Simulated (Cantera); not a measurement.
# Premixed flame

A freely propagating, adiabatic, planar premixed flame of H2 : O2 : N2 = 1 : 0.357 : 1.34 (molar parts), unburnt at 450 K and 5.00 bar; multicomponent+Soret transport, grid criteria slope 0.08 and curve 0.16, no radiation.

Model: the H2/O2 subset of GRI-Mech 3.0, which has no nitrogen chemistry, integrated in Cantera. The hydrogen kinetics of GRI-Mech 3.0 are dated; newer H2 mechanisms differ, most at raised pressure. Burning velocities carry a grid error of a few per cent, more on coarse grids.

```tsv
z (mm)	T (K)	u (m/s)	x H2	x O2	x HO2	x OH	x O	x H2O
-0.145	450	5.11	0.371	0.132	<1e-8	<1e-8	<1e-8	<1e-8
-0.0969	450	5.11	0.371	0.132	<1e-8	<1e-8	<1e-8	2.91e-8
-0.0727	450	5.11	0.370	0.132	3.05e-8	<1e-8	<1e-8	3.07e-7
-0.0484	451	5.10	0.368	0.133	1.08e-6	<1e-8	4.21e-8	8.30e-6
-0.0242	495	5.36	0.335	0.139	0.000364	2.75e-5	5.91e-6	0.00190
-0.0121	810	8.43	0.289	0.131	0.000944	0.00117	0.000249	0.0303
0	1286	13.2	0.224	0.0960	0.000391	0.00267	0.00217	0.106
0.0121	1625	16.5	0.156	0.0488	0.000170	0.00606	0.00442	0.193
0.0242	1811	18.4	0.120	0.0209	6.81e-5	0.00891	0.00450	0.244
0.0484	1981	20.0	0.105	0.00611	1.87e-5	0.0109	0.00348	0.272
0.0969	2127	21.3	0.106	0.00266	7.88e-6	0.0103	0.00215	0.283
0.194	2247	22.3	0.109	0.00131	3.72e-6	0.00818	0.00107	0.292
0.388	2331	23.0	0.110	0.000554	1.50e-6	0.00572	0.000447	0.298
```
x: mole fraction of selected species; z is measured from the peak of heat release.

| Property | Result |
|---|---|
| laminar burning velocity | 511 cm/s |
| thermal thickness | 0.0484 mm |
| peak x(HO2) | 0.00112 |
| peak x(OH) | 0.0109 |
| peak x(O) | 0.00463 |
| grid points | 109 |
